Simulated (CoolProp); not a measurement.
The fluoroketone C6F12O (FK-5-1-12) along the isobar 7.92 bar: density (kg/m³) from the reference equation and from simpler models built on Tc = 168.7 °C, pc = 18.69 bar, ω = 0.471; each cubic takes its own stable root.

Model: reference Helmholtz-energy equation of state, McLinden 2015, in CoolProp.

```
T (°C)   phase  reference
------  ------  ---------
-22.05  liquid       1739
-13.25  liquid       1715
-4.45   liquid       1691
4.35    liquid       1666
13.15   liquid       1641
21.95   liquid       1615
30.75   liquid       1589
39.55   liquid       1562
48.35   liquid       1534
57.15   liquid       1505
65.95   liquid       1475
74.75   liquid       1444
83.45   liquid       1412
92.25   liquid       1377
```

Task: How far does each simpler model (van der Waals, Peng-Robinson) lie from the reference over these 14 states: mean and median of the absolute difference, and the worst?

Result: 
- van der Waals: mean 44.8 %, median 41.2 %, worst -91.9 % at 92.25 °C and 7.92 bar
- Peng-Robinson: mean 2.9 %, median 3.0 %, worst +3.4 % at 39.55 °C and 7.92 bar

At some of these states van der Waals gives the other phase, because its saturation line lies elsewhere.
